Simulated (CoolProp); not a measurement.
Computed with CoolProp (reference Helmholtz-energy equation of state, de Vries 1995).

Give the vapour pressure (bar), vapour density (kg/m³), liquid viscosity (µPa s), vapour viscosity (µPa s) of saturated R124 at 225.7 K.


| T (K) | p (bar) | vapour density (kg/m³) | liquid viscosity (µPa s) | vapour viscosity (µPa s) |
|---|---|---|---|---|
| 225.7 | 0.173 | 1.27 | 667 | 9.68 |

Viscosity comes from a separate model (Bell 2016), an estimate that may be off by 10 % or more.
